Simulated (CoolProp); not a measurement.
Nitrous oxide at 293.15 K and 3.1 MPa is compressed adiabatically to 16.4 MPa with isentropic efficiency 0.85. Each further row changes one setting.

Values from CoolProp's reference Helmholtz-energy equation of state, Lemmon 2006. It is a short technical equation, of lower accuracy than the large ones.

| case | work (kJ/kg) | final temperature (K) | final density (kg/m³) |
|---|---|---|---|
| as stated | 103 | 444.9 | 243 |
| efficiency 1 | 87.5 | 434.6 | 256 |
| efficiency 0.65 | 135 | 467.1 | 220 |
